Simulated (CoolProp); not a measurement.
Isopentane at several states: density (kg/m³) from the reference equation and from simpler models built on Tc = 187.2 °C, pc = 3.378 MPa, ω = 0.227; each cubic takes its own stable root.

Model: reference Helmholtz-energy equation of state, Lemmon 2006, in CoolProp. It is a short technical equation, of lower accuracy than the large ones.

```csv
T (°C),p (MPa),phase,reference,van der Waals,Peng-Robinson
-134.45,1.84,liquid,764.3,460.3,767.8
-37.95,0.809,liquid,676.0,?,706.2
-153.45,0.0136,liquid,781.9,?,?
180.85,0.0183,gas,0.3505,0.3504,0.3505
40.65,0.043,gas,1.208,1.200,1.207
171.75,5.58,liquid,435.8,297.8,?
```

Some entries are withheld; supply them.


- -37.95, van der Waals: 416.3
- -153.45, van der Waals: 466.6
- -153.45, Peng-Robinson: 776.6
- 171.75, Peng-Robinson: 426.5
